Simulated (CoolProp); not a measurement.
Model: reference Helmholtz-energy equation of state, Thol 2019, in CoolProp.

**Question.** For dodecamethylpentasiloxane (MD3M), give the phase and the density (kg/m³), cp (kJ/(kg K)), cv (kJ/(kg K)), isothermal compressibility (1/MPa) at 390.5 K and 16 bar; 467 K and 16 bar.

**Answer.** 
- 390.5 K and 16 bar: liquid; density 783, cp 1.91, cv 1.66, isothermal compressibility 0.00310
- 467 K and 16 bar: liquid; density 705, cp 2.07, cv 1.83, isothermal compressibility 0.00644
